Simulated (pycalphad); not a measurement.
Computed with pycalphad from the COST 507 light-alloy database (1999), at 1 atm. The data set is of 1999 and partly superseded. Kinetics are ignored, which matters at the lower temperatures.

Molar enthalpy of Ti-0.1918C (wt.%) in equilibrium (SER reference):

```json
[
 {"T (K)": "2850", "H (kJ/mol)": "110.90", "phases": "LIQUID"},
 {"T (K)": "2700", "H (kJ/mol)": "103.98", "phases": "LIQUID"},
 {"T (K)": "2550", "H (kJ/mol)": "97.06", "phases": "LIQUID"},
 {"T (K)": "2400", "H (kJ/mol)": "90.14", "phases": "LIQUID"},
 {"T (K)": "2250", "H (kJ/mol)": "83.22", "phases": "LIQUID"},
 {"T (K)": "2100", "H (kJ/mol)": "76.30", "phases": "LIQUID"},
 {"T (K)": "2025", "H (kJ/mol)": "72.84", "phases": "LIQUID"},
 {"T (K)": "1950", "H (kJ/mol)": "69.38", "phases": "LIQUID"},
 {"T (K)": "1875", "H (kJ/mol)": "51.97", "phases": "BCC_A2"},
 {"T (K)": "1800", "H (kJ/mol)": "49.27", "phases": "BCC_A2"},
 {"T (K)": "1650", "H (kJ/mol)": "44.08", "phases": "BCC_A2"},
 {"T (K)": "1500", "H (kJ/mol)": "39.18", "phases": "BCC_A2"},
 {"T (K)": "1350", "H (kJ/mol)": "34.50", "phases": "BCC_A2 + FCC_A1"},
 {"T (K)": "1200", "H (kJ/mol)": "29.74", "phases": "BCC_A2 + FCC_A1"},
 {"T (K)": "1050", "H (kJ/mol)": "20.78", "phases": "HCP_A3"},
 {"T (K)": "900", "H (kJ/mol)": "15.81", "phases": "HCP_A3 + FCC_A1"},
 {"T (K)": "750", "H (kJ/mol)": "11.02", "phases": "HCP_A3 + FCC_A1"},
 {"T (K)": "600", "H (kJ/mol)": "6.51", "phases": "HCP_A3 + FCC_A1"}
]
```

Cooling from 1950 K to 1875 K, across the freezing range, releases 17.4 kJ/mol, or 366 J/g. The slope is 46 J/(mol K) in the liquid and 36 J/(mol K) just below the solidus, where it includes any heat of precipitation. Liquidus 1938 K, solidus 1938 K. Changes were sought between steps of 75 K, so a narrower field can be missed.

FCC_A1 is fcc; BCC_A2 is bcc; HCP_A3 is hcp. The fcc model also describes the rock-salt carbide or nitride (TiC, TiN, HfC).
